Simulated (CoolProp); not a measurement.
Vapour-liquid equilibrium of cyclohexane (1) + n-octane (2) at 11.5 bar; x and y are mole fractions of (1).

Computed with CoolProp (multi-fluid Helmholtz-energy mixture model, Zhou 2014 and Beckmüller 2019; pair parameters Bell 2016).

| x | bubble temperature (K) | y at the bubble point | dew temperature at overall composition x (K) | liquid density (mol/L) |
|---|---|---|---|---|
| 0.05 | 513.0 | 0.078 | 514.1 | 4.210 |
| 0.125 | 508.5 | 0.191 | 511.1 | ? |
| 0.2 | 504.0 | 0.297 | 508.1 | 4.561 |
| 0.275 | 499.6 | 0.396 | 505.0 | 4.746 |
| 0.35 | 495.3 | 0.487 | 501.7 | 4.938 |
| 0.425 | 491.1 | 0.571 | 498.3 | 5.138 |
| 0.5 | 487.0 | 0.647 | 494.7 | 5.346 |
| 0.575 | ? | 0.716 | 490.9 | 5.564 |
| 0.65 | 479.3 | 0.779 | 486.8 | 5.792 |
| 0.725 | 475.6 | ? | 482.5 | 6.031 |
| 0.8 | 472.1 | 0.886 | 477.9 | 6.282 |
| 0.875 | 468.7 | 0.933 | 472.9 | 6.548 |
| 0.95 | 465.5 | 0.974 | 467.4 | 6.829 |

Fill in the missing entries.


- 0.125, liquid density (mol/L): 4.382
- 0.575, bubble temperature (K): 483.1
- 0.725, y at the bubble point: 0.835

No azeotrope shows between x = 0.05 and 0.95.

The pair parameters rest on a limited set of measurements; away from them the model extrapolates.
